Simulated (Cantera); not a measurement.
A perfectly stirred reactor is fed with CH4 : H2 : O2 : N2 : H2O = 1 : 0.07 : 1.35 : 5.07 : 0.23 (molar parts), equivalence ratio 1.5, at 518 Torr; it is adiabatic with a 475 K inlet, and is followed from long to short residence time, starting on the burning branch (τ in s: 0.038, 0.016, 0.0069, 0.0029, 0.0012, 0.00053, 0.00023, 9.6e-05, 4.1e-05, 1.7e-05).

Computed with Cantera and GRI-Mech 3.0 (53 species, 325 reactions).

x: mole fraction; the columns are a selection and need not sum to one.

```csv
τ (s),T (K),x CH4,x H2,x O2,x CH2O,x C2H2,x NO
0.038,1979,0.000861,0.0805,0.000389,8.13e-6,0.000298,0.000111
0.016,1975,0.00118,0.0789,0.000751,1.47e-5,0.000520,0.000104
0.0069,1966,0.00156,0.0770,0.00141,2.56e-5,0.000785,…
0.0029,1950,0.00215,0.0746,0.00273,4.56e-5,0.00112,…
0.0012,1915,0.00341,0.0711,0.00587,8.69e-5,0.00155,…
0.00053,475,0.130,0.00907,0.175,<1e-12,<1e-12,<1e-12
0.00023,475,0.130,0.00907,0.175,<1e-12,<1e-12,<1e-12
9.6e-5,475,0.130,0.00907,0.175,<1e-12,<1e-12,<1e-12
4.1e-5,475,0.130,0.00907,0.175,<1e-12,<1e-12,<1e-12
1.7e-5,475,0.130,0.00907,0.175,<1e-12,<1e-12,<1e-12
```

Q: Complete the blanks.

A: 
- 0.0069, x NO: 8.97e-5
- 0.0029, x NO: 6.69e-5
- 0.0012, x NO: 3.85e-5
